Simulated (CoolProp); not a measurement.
Vapour-liquid equilibrium of ethanol (1) + n-octane (2) at 0.245 MPa; x and y are mole fractions of (1).

The numbers come from the multi-fluid Helmholtz-energy mixture model, Schroeder 2014 and Beckmüller 2019; pair parameters Bell 2016 in CoolProp.

Task: Give the bubble temperature and the first vapour's composition at x = 0.05, 0.2, 0.35. Is there an azeotrope?

Result: x = 0.05: 407.6 K, y = 0.474; x = 0.2: 384.2 K, y = 0.746; x = 0.35: 379.7 K, y = 0.789. No azeotrope shows between x = 0.05 and 0.95.

The pair parameters rest on a limited set of measurements; away from them the model extrapolates. With so large a gap from Raoult's law the liquid may split in two, which this calculation doesn't test in full.
